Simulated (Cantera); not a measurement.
A perfectly stirred reactor is fed with H₂ : O₂ = 0.35 : 1 (molar parts), equivalence ratio 0.17, at 0.0267 bar; it is held at 1450 K, and followed from long to short residence time.

Detailed kinetics in Cantera: the H2/O2 subset of GRI-Mech 3.0, which has no nitrogen chemistry. Radical loss at walls, strong at low pressure, is not modelled. The temperature is held fixed by assumption; the heat of reaction is taken as removed at once.

Task: What does this change do: temperature 1450 to 1125 K?

Result: 
```tsv
quantity	before	after
x(H₂) at τ = 0.410 s	0.000931	0.00113
x(O₂) at τ = 0.410 s	0.696	0.700
x(O) at τ = 0.410 s	0.00407	0.00155
x(H₂O₂) at τ = 0.410 s	1.98e-7	9.46e-7
x(HO₂) at τ = 0.410 s	4.99e-6	1.35e-5
x(H₂) at τ = 8.90 ms	0.00926	0.0111
x(O₂) at τ = 8.90 ms	0.653	0.684
x(O) at τ = 8.90 ms	0.0433	0.0162
x(H₂O₂) at τ = 8.90 ms	4.75e-7	1.40e-6
x(HO₂) at τ = 8.90 ms	1.22e-5	2.67e-5
```

Task: What does this change do: temperature 1450 to 1250 K?

Result: 
```
quantity                  before     after
----------------------  --------  --------
x(H₂) at τ = 0.410 s    0.000931  0.000847
x(O₂) at τ = 0.410 s       0.696     0.699
x(O) at τ = 0.410 s      0.00407   0.00237
x(H₂O₂) at τ = 0.410 s   1.98e-7   5.60e-7
x(HO₂) at τ = 0.410 s    4.99e-6   9.11e-6
x(H₂) at τ = 8.90 ms     0.00926   0.00873
x(O₂) at τ = 8.90 ms       0.653     0.673
x(O) at τ = 8.90 ms       0.0433    0.0260
x(H₂O₂) at τ = 8.90 ms   4.75e-7   1.04e-6
x(HO₂) at τ = 8.90 ms    1.22e-5   1.96e-5
```

Task: What does this change do: temperature 1450 to 1375 K?

Result: 
| quantity | before | after |
|---|---|---|
| x(H₂) at τ = 0.410 s | 0.000931 | 0.000860 |
| x(O₂) at τ = 0.410 s | 0.696 | 0.697 |
| x(O) at τ = 0.410 s | 0.00407 | 0.00338 |
| x(H₂O₂) at τ = 0.410 s | 1.98e-7 | 2.91e-7 |
| x(HO₂) at τ = 0.410 s | 4.99e-6 | 6.24e-6 |
| x(H₂) at τ = 8.90 ms | 0.00926 | 0.00878 |
| x(O₂) at τ = 8.90 ms | 0.653 | 0.660 |
| x(O) at τ = 8.90 ms | 0.0433 | 0.0367 |
| x(H₂O₂) at τ = 8.90 ms | 4.75e-7 | 6.58e-7 |
| x(HO₂) at τ = 8.90 ms | 1.22e-5 | 1.45e-5 |
